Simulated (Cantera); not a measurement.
Input: 1 mol Si₃N₄, 0.31 mol Si, 0.098 mol H₂, at 1.00 bar.

Cantera equilibrium calculation (NASA polynomials, part measured and part estimated; ideal gas, pure solids and liquids). Candidate condensed phases: Si, Si₃N₄; 18 gas species. The tables' values for SiN are old estimates; treat these amounts as uncertain. Gases not in the tables: Si₂H₆ and higher silanes. Equilibrium is a limit: real reactors are often held back by kinetics, nucleation or transport.

Question: At 2448 K, list the 4 most abundant gas species with their mole fractions, and the condensed phases.

Answer: N₂ 0.947, H₂ 0.0442, H 0.00419, Si 0.00319. Condensed: Si(l).
